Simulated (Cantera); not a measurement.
# Premixed flame

A freely propagating, adiabatic, planar premixed flame of 45.7 % H₂, 11.4 % O₂, 42.9 % N₂, equivalence ratio 2.0, unburnt at 300 K and 608 Torr; mixture-averaged transport, grid criteria slope 0.08 and curve 0.16, no radiation.

Cantera simulation using the H2/O2 subset of GRI-Mech 3.0, which has no nitrogen chemistry; the numbers are that mechanism's predictions, not measurements. Burning velocities carry a grid error of a few per cent, more on coarse grids.

| z (mm) | T (K) | u (m/s) | x H₂ | x O₂ | x H | x O | x H₂O₂ | x H₂O |
|---|---|---|---|---|---|---|---|---|
| -1.28 | 300 | 3.00 | 0.457 | 0.114 | <1e-8 | <1e-8 | <1e-8 | <1e-8 |
| -0.855 | 300 | 3.00 | 0.457 | 0.114 | <1e-8 | <1e-8 | <1e-8 | <1e-8 |
| -0.641 | 300 | 3.00 | 0.457 | 0.114 | <1e-8 | <1e-8 | <1e-8 | <1e-8 |
| -0.427 | 300 | 3.00 | 0.457 | 0.114 | <1e-8 | <1e-8 | <1e-8 | 1.98e-7 |
| -0.214 | 316 | 3.14 | 0.453 | 0.115 | 1.03e-6 | 8.18e-7 | 5.83e-6 | 0.000194 |
| -0.107 | 562 | 5.41 | 0.424 | 0.111 | 0.00246 | 0.000100 | 0.000107 | 0.0157 |
| 0 | 977 | 9.14 | 0.357 | 0.0888 | 0.0235 | 0.00112 | 1.64e-5 | 0.0717 |
| 0.107 | 1285 | 11.9 | 0.274 | 0.0442 | 0.0554 | 0.00293 | 1.24e-6 | 0.159 |
| 0.214 | 1447 | 13.3 | 0.228 | 0.0134 | 0.0718 | 0.00215 | 6.68e-7 | 0.218 |
| 0.427 | 1577 | 14.5 | 0.215 | 0.00116 | 0.0696 | 0.000889 | 3.75e-7 | 0.243 |
| 0.855 | 1688 | 15.4 | 0.223 | 0.000316 | 0.0557 | 0.000621 | 2.41e-7 | 0.247 |
| 1.71 | 1795 | 16.2 | 0.232 | 0.000189 | 0.0410 | 0.000395 | 1.32e-7 | 0.249 |
| 3.42 | 1886 | 16.9 | 0.239 | 9.69e-5 | 0.0281 | 0.000208 | 6.44e-8 | 0.252 |
x: mole fraction of selected species; z is measured from the peak of heat release.

The laminar burning velocity comes out as 300 cm/s and the thermal thickness is 0.427 mm. The peak x(H) comes out as 0.0736. The peak x(O) comes out as 0.00296. The peak x(H₂O₂) is 0.000107. The grid points is 126.
